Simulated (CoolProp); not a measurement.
Model: reference Helmholtz-energy equation of state, Thol 2014, in CoolProp.

Problem. Give the vapour pressure (bar), vapour density (kg/m³), enthalpy of vaporisation (kJ/kg), liquid cp (kJ/(kg K)) of saturated diethyl ether at 143.85 °C.

Solution. 
```
T (°C)  p (bar)  vapour density (kg/m³)  enthalpy of vaporisation (kJ/kg)  liquid cp (kJ/(kg K))
------  -------  ----------------------  --------------------------------  ---------------------
143.85     16.0                    48.7                               226                   3.04
```
